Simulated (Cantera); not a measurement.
A freely propagating, adiabatic, planar premixed flame of H2 : O2 : N2 = 1 : 0.294 : 1.11 (molar parts), equivalence ratio 1.7, unburnt at 573 K and 0.132 atm; mixture-averaged transport, grid criteria slope 0.08 and curve 0.16, no radiation.

Cantera simulation using the H2/O2 subset of GRI-Mech 3.0, which has no nitrogen chemistry; the numbers are that mechanism's predictions, not measurements. Burning velocities carry a grid error of a few per cent, more on coarse grids.

### Question
Predict: laminar burning velocity; thermal thickness; peak x(H); peak x(H2O2); peak x(HO2).

### Answer
```
Item                         Value
------------------------  --------
laminar burning velocity  635 cm/s
thermal thickness          6.01 mm
peak x(H)                    0.133
peak x(H2O2)               8.02e-7
peak x(HO2)                4.87e-5
```
